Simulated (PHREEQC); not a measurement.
Make-up at 30 °C: 0.23 mol/kgw CuCl2, 0.042 mol/kgw HCl and 0.0009 mol/kgw NaCl. Closed to the air; pH follows from the charge balance.

All values are PHREEQC results (ion-association model, phreeqc.dat), not measurements.

| quantity | before | after |
|---|---|---|
| pH | 1.50 | 1.50 |
| ionic strength (mol/kgw) | 0.601 | 0.515 |
| Cl- (mol/kgw) | 0.435 | 0.389 |
| Cu+2 (mol/kgw) | 0.167 | 0.126 |
| CuCl+ (mol/kgw) | 0.0582 | 0.0952 |
| CuCl2 (mol/kgw) | 0.00503 | 0.00918 |
| SI of Halite (NaCl) | -5.32 | -5.39 |

Task: Name the change that produced these shifts.
(A) CuCl2 replaced by CuSO4 at the same molality
(B) temperature from 30 to 50 °C
(C) CuCl2 from 0.23 to 0.345 mol/kgw
(D) NaCl from 0.0009 to 0.00135 mol/kgw
(E) diluted 100-fold with water

Result: B, temperature from 30 to 50 °C

This is a speciation only: nothing precipitates in the calculation. Constants without temperature data keep their 25 °C values here.
